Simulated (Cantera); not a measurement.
A freely propagating, adiabatic, planar premixed flame of C3H8 : O2 : N2 = 1 : 6.85 : 25.8 (molar parts), equivalence ratio 0.73, unburnt at 300 K and 2.80 bar; multicomponent transport, grid criteria slope 0.08 and curve 0.16, no radiation.

Detailed kinetics in Cantera: GRI-Mech 3.0 (53 species, 325 reactions). GRI-Mech 3.0 was tuned for natural gas; its chemistry of propane as a main component is partial and can be far from experiment. Burning velocities carry a grid error of a few per cent, more on coarse grids.

Problem. Predict: laminar burning velocity; thermal thickness; peak x(OH); peak x(HCN); peak x(C2H6); peak x(CH3).

Solution. 
| Quantity | Result |
|---|---|
| laminar burning velocity | 21.8 cm/s |
| thermal thickness | 0.216 mm |
| peak x(OH) | 0.00394 |
| peak x(HCN) | 1.77e-7 |
| peak x(C2H6) | 0.000443 |
| peak x(CH3) | 0.000571 |
